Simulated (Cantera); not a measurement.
Feed: 1 mol FeS, a varied amount of SO2, 0.035 mol O2, at 1175 °C and 7.50 Torr.

These are equilibrium values from Cantera (NASA tables, ideal gas, pure condensed phases), not measurements of a reactor. Candidate condensed phases: Fe, FeO, FeS, FeSO4, FeS2, Fe2O3, Fe2(SO4)3, Fe3O4, S; 12 gas species. Metal and sulfide melt together well below either melting point, which pure phases cannot show. Mutual solubility and eutectic melting of coexisting phases are not modelled. The tables' stoichiometric FeO is somewhat more stable than real wüstite, so its field is too wide. FeO, FeS: taken at fixed stoichiometry. The numbers say what is thermodynamically allowed, not how fast it happens.

x: gas mole fraction; n: condensed amount in mol.

| n(SO2) (mol) | x SO2 | x S2 | x SO | x S2O | x S | n FeO(s) | n FeS(s) |
|---|---|---|---|---|---|---|---|
| 0.093 | 0.622 | 0.360 | 0.0117 | 0.00586 | 0.000131 | 0.0884 | 0.912 |
| 0.16 | 0.622 | 0.360 | 0.0117 | 0.00586 | 0.000131 | 0.126 | 0.874 |
| 0.29 | 0.622 | 0.360 | 0.0117 | 0.00586 | 0.000131 | ___ | ___ |
| 0.51 | 0.622 | 0.360 | 0.0117 | 0.00586 | 0.000131 | 0.321 | 0.679 |
| 0.9 | 0.622 | 0.360 | 0.0117 | 0.00586 | 0.000131 | 0.539 | 0.461 |
| 1.6 | 0.622 | 0.360 | 0.0117 | 0.00586 | 0.000131 | 0.931 | ___ |
| 2.8 | 0.752 | 0.232 | 0.0115 | 0.00463 | 0.000105 | 1.000 | 0 |
| 4.9 | 0.850 | 0.136 | 0.0107 | 0.00330 | 8.06e-5 | 1.000 | 0 |

Q: Fill in the missing entries.

A: 
- 1.6, n FeS(s): 0.0692
- 0.29, n FeO(s): 0.198
- 0.29, n FeS(s): 0.802
